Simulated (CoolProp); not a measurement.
Vapour-liquid equilibrium of R134a (1) + isobutane (2) at 239 K; x and y are mole fractions of (1).

The numbers come from the multi-fluid Helmholtz-energy mixture model, Tillner-Roth 1994 and Bücker 2006; pair parameters Bell 2016 in CoolProp.

```
x      bubble pressure, mixture model (kPa)  bubble pressure, Raoult's law (kPa)  y, mixture model  y, Raoult's law
-----  ------------------------------------  -----------------------------------  ----------------  ---------------
0.05                                  57.18                                39.87             0.354            0.087
0.125                                 74.58                                42.17             0.529            0.205
0.2                                   83.74                                44.47             0.596            0.310
0.275                                 88.17                                46.77             0.628            0.406
0.35                                  90.04                                49.07             0.642            0.492
0.425                                 90.66                                51.37             0.648            0.571
0.5                                   90.77                                53.67             0.649            0.643
0.575                                 90.78                                55.97             0.649            0.709
0.65                                  90.81                                58.27             0.651            0.770
0.725                                 90.68                                60.57             0.659            0.826
0.8                                   89.84                                62.87             0.679            0.878
0.875                                 86.97                                65.17             0.726            0.926
0.95                                  79.34                                67.47             0.835            0.972
```

The largest gap from Raoult's law is +88.5 % in bubble pressure, at x = 0.275. y crosses x between x = 0.65 and 0.725: the model has an azeotrope there.

Pair parameters are fitted to limited data, so mixtures are less certain than the pure fluids. With so large a gap from Raoult's law the liquid may split in two, which this calculation doesn't test in full.
